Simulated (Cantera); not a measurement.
A Cantera script and its output.

```python
import numpy as np
import cantera as ct

gas = ct.Solution("gri30.yaml")


def delay(T, t_max=10):
    gas.TPX = T, 1300000, {'H2': 1, 'O2': 0.455, 'N2': 1.59}
    reactor = ct.IdealGasConstPressureReactor(gas, clone=False)
    net = ct.ReactorNet([reactor])
    net.rtol, net.atol = 1e-8, 1e-16
    while net.time < t_max:
        t_old, T_old = net.time, reactor.T
        net.step()
        if reactor.T > T + 400:  # ignition: a rise of 400 K
            return t_old + (T + 400 - T_old) / (reactor.T - T_old) * (net.time - t_old)
    return np.nan


taus = []
for T in [1275, 1350, 1425, 1500, 1575]:
    taus.append(delay(T))
    print(f"T0 = {T:6g} K   tau = {taus[-1]:.4e} s")

# d ln(tau) / d ln(k), from doubling and halving each rate constant
T, sens = 1575, []
for i in range(gas.n_reactions):
    gas.set_multiplier(2.0, i)
    up = delay(T)
    gas.set_multiplier(0.5, i)
    down = delay(T)
    gas.set_multiplier(1.0, i)
    sens.append((np.log(up / down) / np.log(4.0), gas.reaction(i).equation))
sens.sort(key=lambda x: -abs(x[0]))
print(f"sensitivities at {T} K")
for s, eq in sens[:10]:
    print(f"{s:8.3f}  {eq}")
```

It prints:

```
T0 =   1275 K   tau = 1.0517e-05 s
T0 =   1350 K   tau = 2.9245e-06 s
T0 =   1425 K   tau = 1.6528e-06 s
T0 =   1500 K   tau = 1.1329e-06 s
T0 =   1575 K   tau = 8.5055e-07 s
sensitivities at 1575 K
  -0.767  H + O2 <=> O + OH
  -0.149  H2 + O <=> H + OH
  -0.103  H2 + OH <=> H + H2O
   0.072  H + O2 + M <=> HO2 + M
   0.064  H + O2 + N2 <=> HO2 + N2
  -0.063  H + HO2 <=> H2 + O2
  -0.031  H + HO2 <=> 2 OH
  -0.021  H + O2 + H2O <=> HO2 + H2O
   0.015  H + O2 + O2 <=> HO2 + O2
  -0.006  H + H2O2 <=> H2 + HO2
```

Computed with Cantera and GRI-Mech 3.0 (53 species, 325 reactions). The hydrogen kinetics of GRI-Mech 3.0 are dated; newer H2 mechanisms differ, most at raised pressure. The pressure lies above the range GRI-Mech 3.0 was tuned for (to about 10 atm).
